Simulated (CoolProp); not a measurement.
Vapour pressure (kPa) of C3F8 (R218): the reference equation beside estimates from Tc = 345.0 K, pc = 2640 kPa, ω = 0.317. Clausius-Clapeyron is anchored at 269.4 K with a constant enthalpy of vaporisation of 17.22 kJ/mol.

The numbers come from the reference Helmholtz-energy equation of state, Lemmon 2006 in CoolProp. It is a short technical equation, of lower accuracy than the large ones.

| T (K) | reference | Lee-Kesler | Clausius-Clapeyron | van der Waals | Soave-Redlich-Kwong | Peng-Robinson |
|---|---|---|---|---|---|---|
| 238.3 | 110.5 | 110.4 | 134.3 | 494.1 | 110.3 | 110.3 |
| 248.7 | 171.5 | 171.8 | … | 613.6 | 171.7 | … |
| 259.1 | 255.4 | 256.6 | 269.8 | 750.4 | 256.7 | 254.3 |
| 269.4 | 366.3 | 368.3 | 366.3 | 903.9 | 369.3 | 364.9 |
| 279.8 | 511.5 | … | 487.4 | 1078 | 517.4 | 510.6 |
| 290.2 | 696.0 | 699.8 | 635.5 | 1271 | 706.2 | … |
| 300.6 | 926.1 | 930.7 | 813.5 | 1485 | 941.9 | 929.7 |
| 311 | 1209 | … | 1024 | 1720 | 1231 | 1217 |
| 321.4 | 1553 | 1560 | 1271 | 1976 | 1581 | … |
| 331.8 | 1971 | 1979 | 1555 | 2254 | 1999 | 1988 |

What belongs in the gaps?


- 248.7, Clausius-Clapeyron: 193.2
- 248.7, Peng-Robinson: 170.7
- 279.8, Lee-Kesler: 514.4
- 290.2, Peng-Robinson: 696.6
- 311, Lee-Kesler: 1215
- 321.4, Peng-Robinson: 1567

Absolute difference from the reference over all 10 rows, mean and median: Lee-Kesler 0.4 and 0.5 %, Clausius-Clapeyron 12.0 and 12.4 %, van der Waals 128.3 and 96.7 %, Soave-Redlich-Kwong 1.1 and 1.3 %, Peng-Robinson 0.5 and 0.4 %.
